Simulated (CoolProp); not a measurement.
Computed with CoolProp (reference Helmholtz-energy equation of state, Thol 2017).

Problem. Give the vapour pressure (kPa), liquid density (kg/m³), vapour density (kg/m³), enthalpy of vaporisation (kJ/kg) of saturated octamethyltrisiloxane (MDM) at 122.55, 182.25, 194.25 °C.

Solution. 
```tsv
T (°C)	p (kPa)	liquid density (kg/m³)	vapour density (kg/m³)	enthalpy of vaporisation (kJ/kg)
122.55	42.9	711	3.21	166
182.25	207	636	14.8	138
194.25	268	618	19.2	132
```
